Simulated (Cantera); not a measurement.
An isothermal, constant-pressure homogeneous reactor starts with 11.2 % NH3, 88.8 % N2, at 2000 K and 13300 Pa.

Cantera simulation using the gas-phase N/H chemistry of the illustrative SiF4/NH3 mechanism in the Surface Chemkin manual (1991); the numbers are that mechanism's predictions, not measurements. Walls and surfaces, which speed up NH3 decomposition in real reactors, are not modelled.

x: mole fraction; the columns are a selection and need not sum to one.

```
t (s)        x NH3     x NH       x N   x N2      x H2
--------  --------  -------  --------  -----  --------
0.000200     0.112  1.15e-7  2.30e-10  0.888   3.16e-5
0.000446     0.112  6.11e-7   2.05e-9  0.888   7.41e-5
0.000993     0.112  2.05e-6   8.48e-9  0.887  0.000206
0.00221      0.111  4.29e-6   2.95e-8  0.887  0.000766
0.00493      0.110  5.77e-6   8.33e-8  0.887   0.00261
0.0110       0.107        …         …  0.886         …
0.0245       0.100  8.35e-6   4.38e-7  0.883    0.0158
0.0546      0.0872  9.22e-6   7.43e-7  0.879    0.0336
0.122       0.0644  8.98e-6   9.84e-7  0.871    0.0643
0.271       0.0345  7.33e-6   1.08e-6  0.860     0.105
0.604            …        …   1.02e-6  0.852     0.138
1.35      0.000724  1.70e-6   8.71e-7  0.848     0.150
3.00       1.11e-5  1.37e-7   1.62e-7  0.848     0.151
```

Problem. Fill in the missing entries.

Solution. 
- 0.0110, x NH: 6.99e-6
- 0.0110, x N: 2.04e-7
- 0.0110, x H2: 0.00684
- 0.604, x NH3: 0.00992
- 0.604, x NH: 4.54e-6
